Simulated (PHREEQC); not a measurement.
Solution (35 °C): 1 mmol/kgw NaHF2 and 0.58 mmol/kgw Na2CO3. Closed to the air; pH follows from the charge balance.

Model: ion-association model, phreeqc.dat, run in PHREEQC.

The pH is 5.89, the ionic strength comes out as 0.00216 mol/kgw and the specific conductance is 268 µS/cm. The total alkalinity comes out as 0.160 meq/kg.

```tsv
species	molality	activity	log γ
Na+	0.00216	0.00205	-0.023
F-	0.00199	0.00189	-0.023
CO2	0.000414	0.000414	0.000
HCO3-	0.000166	0.000157	-0.022
HF	4.39e-6	4.40e-6	0.000
NaF	2.23e-6	2.23e-6	0.000
H+	1.35e-6	1.29e-6	-0.021
NaHCO3	1.71e-7	1.71e-7	0.000
HF2-	3.59e-8	3.40e-8	-0.023
OH-	1.71e-8	1.62e-8	-0.023
CO3-2	8.38e-9	6.82e-9	-0.089
(CO2)2	4.30e-9	4.31e-9	0.000
```

Precipitation was switched off in this run. Species that the database lacks are ignored.
